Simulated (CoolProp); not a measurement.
Ethanol along the isobar 23700 kPa: density (kg/m³) from the reference equation and from simpler models built on Tc = 514.7 K, pc = 6268 kPa, ω = 0.644; each cubic takes its own stable root.

The numbers come from the reference Helmholtz-energy equation of state, Schroeder 2014 in CoolProp.

```tsv
T (K)	phase	reference
303.7	liquid	800.0
343.2	liquid	768.8
382.7	liquid	734.7
422.3	liquid	694.6
461.8	liquid	646.6
501.4	liquid	590.5
540.9	supercritical	523.5
580.5	supercritical	440.2
620	supercritical	357.2
```

### Question
How far does each simpler model (van der Waals, Redlich-Kwong, Soave-Redlich-Kwong, Peng-Robinson) lie from the reference over these 9 states: mean and median of the absolute difference, and the worst?

### Answer
- van der Waals: mean 36.8 %, median 41.1 %, worst -44.4 % at 303.7 K and 23700 kPa
- Redlich-Kwong: mean 18.5 %, median 20.7 %, worst -21.9 % at 461.8 K and 23700 kPa
- Soave-Redlich-Kwong: mean 18.9 %, median 18.3 %, worst -23.0 % at 580.5 K and 23700 kPa
- Peng-Robinson: mean 9.8 %, median 8.3 %, worst -16.1 % at 580.5 K and 23700 kPa
